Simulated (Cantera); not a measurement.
Predominance diagram of Ca at 1075 K against the partial pressures of O2 and F2 (log10, bar). Standard-state values (1 bar) from the NASA 1993 polynomials, evaluated with Cantera. Candidates: Ca(s), CaF2(s), CaO(s). Only these pure phases compete in this equilibrium. Not in the tables: oxide halides.

Problem. Which phase is stable at these pairs, and which metal-bearing vapour leads over it? (-15.3, -13.8); (-10.6, -13.8); (-3.5, 0); (-8.2, -30.2); (-20, -22); (-3.5, -11); (-12.9, -24.8)

Solution. 
```csv
log p(O2),log p(F2),phase,chief vapour,log p (bar)
-15.3,-13.8,CaF2(s),CaF2,-11.4
-10.6,-13.8,CaF2(s),CaF2,-11.4
-3.5,0,CaF2(s),CaF2,-11.4
-8.2,-30.2,CaO(s),CaF2,-12.1
-20,-22,CaF2(s),CaF2,-11.4
-3.5,-11,CaF2(s),CaF2,-11.4
-12.9,-24.8,CaF2(s),CaF2,-11.4
```
